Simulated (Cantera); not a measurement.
An isothermal, constant-pressure homogeneous reactor starts with NO : N2 = 1 : 3.3 (molar parts), at 1800 K and 67.5 Torr.

Cantera simulation using GRI-Mech 3.0 (53 species, 325 reactions); the numbers are that mechanism's predictions, not measurements.

x: mole fraction; the columns are a selection and need not sum to one.

```json
[
 {"t (s)": "0.000800", "x NO": "0.233", "x NO2": "7.42e-8", "x N2": "0.767", "x N2O": "?", "x O": "8.45e-7", "x O2": "3.79e-9"},
 {"t (s)": "0.00187", "x NO": "0.233", "x NO2": "3.54e-7", "x N2": "0.767", "x N2O": "?", "x O": "1.85e-6", "x O2": "2.04e-8"},
 {"t (s)": "0.00437", "x NO": "0.233", "x NO2": "1.47e-6", "x N2": "0.767", "x N2O": "?", "x O": "3.93e-6", "x O2": "1.18e-7"},
 {"t (s)": "0.0102", "x NO": "0.233", "x NO2": "4.94e-6", "x N2": "0.767", "x N2O": "?", "x O": "8.44e-6", "x O2": "8.28e-7"},
 {"t (s)": "0.0239", "x NO": "0.232", "x NO2": "1.22e-5", "x N2": "0.767", "x N2O": "?", "x O": "1.70e-5", "x O2": "6.98e-6"},
 {"t (s)": "0.0559", "x NO": "0.232", "x NO2": "1.75e-5", "x N2": "0.767", "x N2O": "2.04e-5", "x O": "2.34e-5", "x O2": "4.17e-5"},
 {"t (s)": "0.131", "x NO": "0.232", "x NO2": "1.85e-5", "x N2": "0.768", "x N2O": "2.15e-5", "x O": "2.46e-5", "x O2": "0.000143"},
 {"t (s)": "0.306", "x NO": "0.232", "x NO2": "1.92e-5", "x N2": "0.768", "x N2O": "2.14e-5", "x O": "2.54e-5", "x O2": "0.000383"},
 {"t (s)": "0.715", "x NO": "0.231", "x NO2": "2.09e-5", "x N2": "0.768", "x N2O": "2.11e-5", "x O": "2.73e-5", "x O2": "0.000947"},
 {"t (s)": "1.67", "x NO": "0.228", "x NO2": "2.43e-5", "x N2": "0.770", "x N2O": "2.05e-5", "x O": "3.12e-5", "x O2": "0.00227"},
 {"t (s)": "3.91", "x NO": "0.222", "x NO2": "3.06e-5", "x N2": "0.773", "x N2O": "1.92e-5", "x O": "3.88e-5", "x O2": "0.00540"},
 {"t (s)": "9.14", "x NO": "0.207", "x NO2": "4.00e-5", "x N2": "0.780", "x N2O": "?", "x O": "5.22e-5", "x O2": "0.0127"},
 {"t (s)": "21.4", "x NO": "0.175", "x NO2": "4.90e-5", "x N2": "0.796", "x N2O": "?", "x O": "7.29e-5", "x O2": "0.0285"},
 {"t (s)": "50.0", "x NO": "0.118", "x NO2": "4.63e-5", "x N2": "0.824", "x N2O": "?", "x O": "9.96e-5", "x O2": "0.0569"}
]
```

Q: Fill in the missing entries.

A: 
- 0.000800, x N2O: 8.83e-7
- 0.00187, x N2O: 2.01e-6
- 0.00437, x N2O: 4.42e-6
- 0.0102, x N2O: 8.97e-6
- 0.0239, x N2O: 1.55e-5
- 9.14, x N2O: 1.65e-5
- 21.4, x N2O: 1.16e-5
- 50.0, x N2O: 5.13e-6
